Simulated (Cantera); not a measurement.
Feed: 1 mol C3H6, 0.69 mol NH3, 3.6 mol H2, at 750 K and 1 atm.

Cantera equilibrium calculation (NASA polynomials, part measured and part estimated; ideal gas, pure solids and liquids). Candidate condensed phases: C, C6H6, C7H8, C8H18; 92 gas species. Equilibrium is a limit: real reactors are often held back by kinetics, nucleation or transport.

Base state: CH4 0.529, H2 0.404, N2 0.0660, NH3 0.000342 (mole fractions); condensed: C(graphite).

### Question
What changes in the equilibrium state with this change: temperature from 750 K to 2525 K?

### Answer
```
species            before     after
----------------  -------  --------
H2                  0.404     0.912
N2                 0.0660    0.0351
H                   <1e-9    0.0266
CH4                 0.529  0.000121
C2H2 (acetylene)    <1e-9    0.0109
HCN               4.00e-9    0.0135
HNC                 <1e-9   0.00162
CH3                 <1e-9   6.33e-5
C4H2                <1e-9   5.43e-5
C2H                 <1e-9   2.42e-5
CN                  <1e-9   2.36e-5
C(graphite), mol    0.239      2.70
```

### Question
What changes in the equilibrium state with this change: temperature from 750 K to 2923.15 K?

### Answer
```
species            before     after
----------------  -------  --------
H2                  0.404     0.793
H                   <1e-9     0.110
C2H2 (acetylene)    <1e-9    0.0392
CH4                 0.529   5.40e-5
HCN               4.00e-9    0.0250
N2                 0.0660    0.0259
HNC                 <1e-9   0.00444
C2H                 <1e-9  0.000833
C4H2                <1e-9  0.000809
CN                  <1e-9  0.000331
C3                  <1e-9  0.000133
C(graphite), mol    0.239      2.03
```

### Question
What changes in the equilibrium state with this change: temperature from 750 K to 525 K?

### Answer
| species | before | after |
|---|---|---|
| CH4 | 0.529 | 0.607 |
| H2 | 0.404 | 0.319 |
| N2 | 0.0660 | 0.0657 |
| NH3 | 0.000342 | 0.00834 |
| C(graphite), mol | 0.239 | 0 |
